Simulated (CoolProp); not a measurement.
The fluid at 293.15 K and 4.65 MPa is throttled through a valve to 1.89 MPa with no heat exchange. The same conditions are run with several fluids, on thermodynamics alone (safety and materials aside).

The numbers come from the reference Helmholtz-energy equation of state of each fluid (R407C: Lemmon 2003; cyclopentane: Gedanitz 2015; R245fa: Akasaka 2015; n-butane: Bücker 2006; methanol: de Reuck 1993) in CoolProp. Blends and air are pseudo-pure fits.

```tsv
fluid	temperature change (K)	final density (kg/m³)
R407C	…	…
cyclopentane	…	…
R245fa	…	…
n-butane	+0.9	…
methanol	+0.9	…
```

**Question.** Fill in the missing entries.

**Answer.** 
- R407C, temperature change (K): -0.0
- R407C, final density (kg/m³): 1160
- cyclopentane, temperature change (K): +1.3
- cyclopentane, final density (kg/m³): 746
- R245fa, temperature change (K): +0.7
- R245fa, final density (kg/m³): 1360
- n-butane, final density (kg/m³): 580
- methanol, final density (kg/m³): 792
